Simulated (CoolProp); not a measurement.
Vapour pressure (kPa) of methane: the reference equation beside estimates from Tc = -82.6 °C, pc = 4599 kPa, ω = 0.011. Clausius-Clapeyron is anchored at -127.35 °C with a constant enthalpy of vaporisation of 6.851 kJ/mol.

Computed with CoolProp (reference Helmholtz-energy equation of state, Setzmann 1991).

| T (°C) | reference | Clausius-Clapeyron | Redlich-Kwong | Soave-Redlich-Kwong | Peng-Robinson |
|---|---|---|---|---|---|
| -132.05 | 678.4 | 708.7 | 634.9 | 682.3 | 682.6 |
| -129.75 | 761.4 | 778.3 | [?] | 766.8 | 766.1 |
| -127.35 | 855.5 | 855.5 | 816.4 | [?] | 861.0 |
| -125.05 | 953.3 | 934.0 | 917.2 | 962.7 | 959.6 |
| -122.75 | 1059 | 1017 | 1026 | 1070 | 1066 |
| -120.35 | 1178 | 1108 | 1150 | 1192 | 1186 |
| -118.05 | 1301 | 1201 | 1277 | 1317 | 1310 |
| -115.65 | 1438 | 1302 | 1420 | 1457 | 1449 |
| -113.35 | 1579 | 1404 | 1566 | 1601 | 1592 |
| -110.95 | [?] | 1515 | 1730 | 1762 | 1751 |
| -108.65 | 1899 | 1626 | 1897 | 1927 | 1914 |
| -106.25 | 2078 | 1748 | 2083 | 2109 | 2096 |
| -103.95 | 2262 | 1869 | 2273 | 2295 | 2281 |
| -101.65 | 2457 | 1995 | 2473 | 2492 | 2477 |
| -99.25 | 2673 | 2132 | 2695 | 2710 | 2695 |

**Question.** What belongs in the gaps?

**Answer.** 
- -129.75, Redlich-Kwong: 719.7
- -127.35, Soave-Redlich-Kwong: 862.8
- -110.95, reference: 1737

Absolute difference from the reference over all 15 rows, mean and median: Clausius-Clapeyron 9.8 and 9.5 %, Redlich-Kwong 2.2 and 1.3 %, Soave-Redlich-Kwong 1.2 and 1.3 %, Peng-Robinson 0.7 and 0.8 %.
